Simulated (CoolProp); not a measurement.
R236FA along the isotherm 400 K: density (kg/m³) from the reference equation and from simpler models built on Tc = 398.1 K, pc = 3.191 MPa, ω = 0.377; each cubic takes its own stable root.

Values from CoolProp's reference Helmholtz-energy equation of state, Pan 2012.

```json
[
 {"p (MPa)": "1.14", "phase": "gas", "reference": "60.15"},
 {"p (MPa)": "2.28", "phase": "gas", "reference": "150.7"},
 {"p (MPa)": "3.42", "phase": "supercritical", "reference": "726.2"},
 {"p (MPa)": "4.56", "phase": "supercritical", "reference": "893.1"},
 {"p (MPa)": "5.7", "phase": "supercritical", "reference": "949.1"},
 {"p (MPa)": "6.84", "phase": "supercritical", "reference": "986.1"},
 {"p (MPa)": "7.98", "phase": "supercritical", "reference": "1014"},
 {"p (MPa)": "9.12", "phase": "supercritical", "reference": "1037"},
 {"p (MPa)": "10.3", "phase": "supercritical", "reference": "1057"},
 {"p (MPa)": "11.4", "phase": "supercritical", "reference": "1074"},
 {"p (MPa)": "12.5", "phase": "supercritical", "reference": "1088"},
 {"p (MPa)": "13.7", "phase": "supercritical", "reference": "1103"},
 {"p (MPa)": "14.8", "phase": "supercritical", "reference": "1115"},
 {"p (MPa)": "16", "phase": "supercritical", "reference": "1127"}
]
```

Q: How far does each simpler model (ideal gas, van der Waals, Soave-Redlich-Kwong, Peng-Robinson) lie from the reference over these 14 states: mean and median of the absolute difference, and the worst?

A: 
- ideal gas: mean 52.6 %, median 53.5 %, worst -78.5 % at 400 K and 3.42 MPa
- van der Waals: mean 25.7 %, median 28.9 %, worst -31.3 % at 400 K and 4.56 MPa
- Soave-Redlich-Kwong: mean 11.3 %, median 10.9 %, worst -23.4 % at 400 K and 3.42 MPa
- Peng-Robinson: mean 3.7 %, median 1.9 %, worst -16.4 % at 400 K and 3.42 MPa
